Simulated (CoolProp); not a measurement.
Vapour-liquid equilibrium of R125 (1) + R1234yf (2) at 4.25 kPa; x and y are mole fractions of (1).

Model: multi-fluid Helmholtz-energy mixture model, Lemmon 2005 and Lemmon 2022; pair parameters Bell 2023, in CoolProp.

Question: Give the bubble temperature and the first vapour's composition at x = 0.35, 0.55, 0.75. Is there an azeotrope?

Answer: x = 0.35: 183.4 K, y = 0.619; x = 0.55: 180.9 K, y = 0.787; x = 0.75: 178.8 K, y = 0.901. No azeotrope shows between x = 0.05 and 0.95.

The pair parameters rest on a limited set of measurements; away from them the model extrapolates.
